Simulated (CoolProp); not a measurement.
Hydrogen chloride at several states: Z from the reference equation and from simpler models built on Tc = 324.7 K, pc = 8.314 MPa, ω = 0.130; each cubic takes its own stable root.

Values from CoolProp's reference Helmholtz-energy equation of state, Thol 2018.

```
T (K)  p (MPa)          phase  reference  Pitzer virial  van der Waals  Soave-Redlich-Kwong  Peng-Robinson
-----  -------  -------------  ---------  -------------  -------------  -------------------  -------------
628       9.24  supercritical     0.9644            [?]         0.9499               0.9872            [?]
491.8     9.13  supercritical     0.9009         0.9130            [?]                  [?]         0.9036
368.1    0.239            gas     0.9927         0.9935         0.9937               0.9934         0.9925
602.9     1.46            gas     0.9920         0.9946         0.9904               0.9960         0.9929
```

Problem. Fill in the missing entries.

Solution. 
- 628, Pitzer virial: 0.9729
- 628, Peng-Robinson: 0.9707
- 491.8, van der Waals: 0.8860
- 491.8, Soave-Redlich-Kwong: 0.9258
